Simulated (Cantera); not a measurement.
Charge: 1 mol Si, 3.8 mol Br₂, at 1.33 mbar.

Equilibrium computed with Cantera from the NASA thermochemical tables; the gas is ideal and each condensed phase is pure. Candidate condensed phases: Br₂, Si; 9 gas species. The numbers say what is thermodynamically allowed, not how fast it happens. All values below are at 750 K.

Base state: Br₂ 0.641, SiBr₄ 0.357, Br 0.00250 (mole fractions); condensed: gas only.

Question: What changes in the equilibrium state with this change: pressure from 1.33 mbar to 13.3 mbar?

Answer: 
| species | before | after |
|---|---|---|
| Br₂ | 0.641 | 0.642 |
| SiBr₄ | 0.357 | 0.357 |
| Br | 0.00250 | 0.000792 |
